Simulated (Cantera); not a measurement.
Input: 1 mol Pb, 0.49 mol N₂, 0.47 mol O₂, equilibrated at 252 °C and 7.50 Torr.

Cantera equilibrium calculation (NASA polynomials, part measured and part estimated; ideal gas, pure solids and liquids). Candidate condensed phases: Pb, PbO, PbO₂, Pb₃O₄; 12 gas species. Rates play no part.

Base state: N₂ 1.00 (mole fractions); condensed: Pb(s) + PbO(red).

Question: What changes in the equilibrium state with this change: temperature from 252 °C to 1400 °C?

Answer: 
```
species        before    after
-------------  ------  -------
PbO             <1e-9    0.412
N₂               1.00    0.301
Pb              <1e-9    0.203
O₂              <1e-9   0.0825
NO              <1e-9  0.00101
O               <1e-9  9.60e-5
Pb(s), mol     0.0600        0
PbO(red), mol   0.940        0
```
Gases not in the tables: (PbO)n polymers.
